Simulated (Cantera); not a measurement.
Input (Python, Cantera):

```python
import numpy as np
import cantera as ct

gas = ct.Solution("gri30.yaml", transport_model="mixture-averaged")
show = ['NO', 'OH', 'O']

rows = []
print(f"{'T/K':>7s}{'rho':>11s}{'cp':>10s}{'mu':>11s}{'lambda':>11s}{'Pr':>7s}" + "".join(f"{'D_' + s:>11s}" for s in show))
for T in [400, 600, 800, 1000, 1200, 1400, 1600]:
    gas.TPX = T, 18, {'O2': 0.29, 'H2O': 0.6}
    Pr = gas.cp_mass * gas.viscosity / gas.thermal_conductivity
    D = [gas.mix_diff_coeffs_mole[gas.species_index(s)] for s in show]
    rows.append([gas.density, gas.cp_mass, gas.viscosity, gas.thermal_conductivity, Pr, *D])
    print(f"{T:7g}{gas.density:11.4e}{gas.cp_mass:10.1f}{gas.viscosity:11.4e}"
          f"{gas.thermal_conductivity:11.4e}{Pr:7.3f}" + "".join(f"{d:11.4e}" for d in D))
print("SI units: kg/m3, J/kg/K, Pa s, W/m/K, m2/s")
```

It prints:

```
    T/K        rho        cp         mu     lambda     Pr       D_NO       D_OH        D_O
    400 1.2216e-04    1458.3 1.7846e-05 3.5939e-02  0.724 2.0963e-01 3.3705e-01 3.4300e-01
    600 8.1441e-05    1548.0 2.5978e-05 5.6089e-02  0.717 4.3581e-01 6.9200e-01 7.0424e-01
    800 6.1081e-05    1644.1 3.3629e-05 7.7822e-02  0.710 7.2132e-01 1.1377e+00 1.1578e+00
   1000 4.8865e-05    1737.0 4.0830e-05 1.0036e-01  0.707 1.0591e+00 1.6639e+00 1.6933e+00
   1200 4.0720e-05    1825.2 4.7628e-05 1.2312e-01  0.706 1.4447e+00 2.2638e+00 2.3039e+00
   1400 3.4903e-05    1904.3 5.4071e-05 1.4573e-01  0.707 1.8745e+00 2.9326e+00 2.9846e+00
   1600 3.0540e-05    1974.6 6.0197e-05 1.6801e-01  0.708 2.3463e+00 3.6664e+00 3.7315e+00
SI units: kg/m3, J/kg/K, Pa s, W/m/K, m2/s
```

Computed with Cantera and GRI-Mech 3.0 (53 species, 325 reactions). Polar gases are described roughly by these parameters.
